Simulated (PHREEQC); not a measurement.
Make-up at 89 °C: 7.9 mmol/kgw Ag2SO4 and 0.99 mmol/kgw HNO3. Closed to the air; pH follows from the charge balance.

Model: ion-association model, wateq4f.dat, run in PHREEQC.

| quantity | before | after |
|---|---|---|
| pH | 3.49 | 3.02 |
| ionic strength (mol/kgw) | 0.0207 | 0.000990 |

Problem. Which change was made?
A. 0.00048 mol/kgw NaBr added
B. HNO3 from 0.00099 to 0.00148 mol/kgw
C. 0.0014 mol/kgw NaHCO3 added
D. Ag2SO4 left out

Solution. D, Ag2SO4 left out

This is a speciation only: nothing precipitates in the calculation. At this temperature some constants are extrapolated from 25 °C, and those without enthalpy data are left unchanged.
